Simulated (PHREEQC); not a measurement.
Make-up at 20 °C: 0.00058 mol/kgw CuSO4, 1.18e-05 mol/kgw H2SO4 and 2.2e-05 mol/kgw H3BO3. Closed to the air; pH follows from the charge balance.

Equilibrium calculation in PHREEQC: ion-association model, wateq4f.dat.

No solid was allowed to form.

### Question
Order these S species by the share of S that they hold, largest first: CuSO4, SO4-2, HSO4-.

### Answer
SO4-2 (93 %), CuSO4 (6.6 %), HSO4- (0.15 %)

The pH is 4.66 and the ionic strength 0.00220 mol/kgw. Species that the database lacks are ignored.
